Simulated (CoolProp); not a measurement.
Vapour-liquid equilibrium of dimethyl ether (1) + isobutane (2) at 204.8 K; x and y are mole fractions of (1).

Values from CoolProp's multi-fluid Helmholtz-energy mixture model, Wu 2011 and Bücker 2006; pair parameters Bell 2016.

```tsv
x	bubble pressure, mixture model (MPa)	bubble pressure, Raoult's law (MPa)	y, mixture model	y, Raoult's law
0.05	…	0.005559	0.166	0.085
0.15	0.007292	0.005966	…	0.237
0.25	0.008120	0.006373	…	0.370
0.35	…	0.006781	…	0.487
0.45	…	0.007188	…	0.590
0.55	0.009422	0.007595	0.668	0.683
0.65	0.009629	0.008003	0.718	0.766
0.75	…	0.008410	0.772	0.841
0.85	0.009765	0.008817	0.840	0.909
0.95	0.009608	0.009224	0.935	0.971
```

**Question.** Fill in the missing entries.

**Answer.** 
- 0.05, bubble pressure, mixture model (MPa): 0.006116
- 0.15, y, mixture model: 0.364
- 0.25, y, mixture model: 0.479
- 0.35, bubble pressure, mixture model (MPa): 0.008706
- 0.35, y, mixture model: 0.557
- 0.45, bubble pressure, mixture model (MPa): 0.009124
- 0.45, y, mixture model: 0.617
- 0.75, bubble pressure, mixture model (MPa): 0.009751

The largest gap from Raoult's law is +28.4 % in bubble pressure, at x = 0.35. y crosses x between x = 0.75 and 0.85: the model has an azeotrope there.

Pair parameters are fitted to limited data, so mixtures are less certain than the pure fluids.
